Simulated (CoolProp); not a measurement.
Vapour pressure (kPa) of R1234yf: the reference equation beside estimates from Tc = 94.7 °C, pc = 3384 kPa, ω = 0.276.

Values from CoolProp's reference Helmholtz-energy equation of state, Lemmon 2022.

```csv
T (°C),reference,Lee-Kesler,Redlich-Kwong
-77.15,6.725,6.389,17.70
-67.75,12.93,12.40,31.23
-58.35,23.23,22.50,51.81
-48.95,39.39,38.51,81.56
-39.55,63.57,62.67,122.8
-30.15,98.28,97.56,177.9
-20.75,146.4,146.1,249.4
-11.35,211.0,211.5,339.9
-1.95,295.5,297.2,451.7
7.45,403.7,406.7,587.4
```

Absolute difference from the reference over all 10 rows, mean and median: Lee-Kesler 1.8 and 1.1 %, Redlich-Kwong 93.9 and 87.1 %.
